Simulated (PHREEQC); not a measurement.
1 kg of water meets 20 L of dry gas (CO2 0.68, H2 0.32 by moles) at fixed total pressure, at 50 °C; fugacities by Peng-Robinson. The gases take part in no redox reaction, some water evaporates into the gas, and hydrates or a liquid gas phase aren't modelled. Precipitation was switched off in this run.

All values are PHREEQC results (ion-association model, phreeqc.dat), not measurements.

```tsv
P (atm)	dissolved CO2 (all carbonate carbon) (mol/kgw)	φ of CO2	p of CO2 (atm)	dissolved H2 (mol/kgw)	φ of H2	p of H2 (atm)	pH
2	0.0246	0.992	1.27	0.000447	1.004	0.610	3.95
5	0.0629	0.980	3.29	0.00116	1.008	1.58	3.74
10	0.124	0.960	6.66	(withheld)	1.017	3.21	3.60
20	(withheld)	0.922	13.4	(withheld)	1.035	6.45	(withheld)
30	0.343	0.886	20.2	0.00723	1.054	9.68	3.38
40	(withheld)	0.850	26.9	0.00972	1.075	12.9	3.32
50	0.520	0.816	33.7	0.0123	1.097	16.1	3.28
75	0.690	0.737	50.6	0.0189	1.158	24.2	(withheld)
100	0.812	0.666	67.6	0.0259	1.228	32.2	3.18
150	0.950	0.550	101	(withheld)	1.385	48.1	3.14
200	1.01	0.468	135	0.0581	(withheld)	64.1	3.11
300	1.07	0.374	203	0.0895	1.761	95.9	3.08
400	1.11	0.331	271	0.116	1.905	128	3.05
```

Task: Some entries are withheld; supply them.

Result: 
- 10, dissolved H2 (mol/kgw): 0.00236
- 20, dissolved CO2 (all carbonate carbon) (mol/kgw): 0.239
- 20, dissolved H2 (mol/kgw): 0.00478
- 20, pH: 3.45
- 40, dissolved CO2 (all carbonate carbon) (mol/kgw): 0.437
- 75, pH: 3.22
- 150, dissolved H2 (mol/kgw): 0.0415
- 200, φ of H2: 1.538

Species that the database lacks are ignored. Constants without temperature data keep their 25 °C values here.
